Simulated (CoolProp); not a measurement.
Values from CoolProp's reference Helmholtz-energy equation of state, Thol 2019.

For tetradecamethylhexasiloxane (MD4M), give the phase and the Z, cp (kJ/(kg K)), expansivity (1/kK), fugacity coefficient at 263.25 °C and 0.904 MPa; 263.25 °C and 1.13 MPa.


- 263.25 °C and 0.904 MPa: liquid; Z 0.145, cp 2.20, expansivity 1.97, fugacity coefficient 0.122
- 263.25 °C and 1.13 MPa: liquid; Z 0.181, cp 2.19, expansivity 1.93, fugacity coefficient 0.101
